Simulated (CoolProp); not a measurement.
Vapour-liquid equilibrium of R125 (1) + propylene (2) at 0.974 MPa; x and y are mole fractions of (1).

Values from CoolProp's multi-fluid Helmholtz-energy mixture model, Lemmon 2005 and Lemmon 2013; pair parameters Bell 2016.

| x | bubble temperature (°C) | y at the bubble point | dew temperature at overall composition x (°C) | liquid density (mol/L) |
|---|---|---|---|---|
| 0.05 | 15.4 | 0.104 | 16.9 | 12.23 |
| 0.2 | 10.2 | 0.307 | 12.9 | 11.93 |
| 0.35 | 7.8 | 0.430 | 9.3 | 11.60 |
| 0.5 | 6.9 | 0.527 | 7.0 | 11.30 |
| 0.65 | 6.9 | 0.624 | 7.0 | 11.04 |
| 0.8 | 8.0 | 0.744 | 8.8 | 10.81 |
| 0.95 | 10.9 | 0.920 | 11.4 | 10.58 |

y crosses x between x = 0.5 and 0.65: the model has an azeotrope there.

Pair parameters are fitted to limited data, so mixtures are less certain than the pure fluids.
